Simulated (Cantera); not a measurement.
A perfectly stirred reactor is fed with CH₄ : C₂H₆ : C₃H₈ : O₂ : N₂ = 1 : 1.4 : 0.038 : 15.1 : 128 (molar parts), at 500000 Pa; it is adiabatic with a 625 K inlet, and is followed from long to short residence time, starting on the burning branch (τ in s: 0.47, 0.19, 0.073, 0.029, 0.011, 0.0045, 0.0018, 0.0007, 0.00028, 0.00011, 4.3e-05, 1.7e-05, 6.7e-06).

Model: GRI-Mech 3.0 (53 species, 325 reactions), integrated in Cantera.

Task: Predict: blow-out, bracketed by the residence times tried; x(CH₄) at τ = 0.470 s; x(C₂H₆) at τ = 0.470 s; x(C₃H₈) at τ = 0.470 s; x(CH₂O) at τ = 0.470 s; x(CO₂) at τ = 0.470 s; x(CH₄) at τ = 1.80 ms; x(C₂H₆) at τ = 1.80 ms; x(C₃H₈) at τ = 1.80 ms.

Result: 
```json
{
 "blow_out_bracketed_by_the_residence_times_tried": "burning at 73.0 ms, out at 29.0 ms",
 "x(CH₄) at τ = 0.470 s": "4.85e-5",
 "x(C₂H₆) at τ = 0.470 s": "1.57e-5",
 "x(C₃H₈) at τ = 0.470 s": "4.56e-7",
 "x(CH₂O) at τ = 0.470 s": "8.55e-6",
 "x(CO₂) at τ = 0.470 s": "0.0253",
 "x(CH₄) at τ = 1.80 ms": "0.00687",
 "x(C₂H₆) at τ = 1.80 ms": "0.00962",
 "x(C₃H₈) at τ = 1.80 ms": "0.000261"
}
```
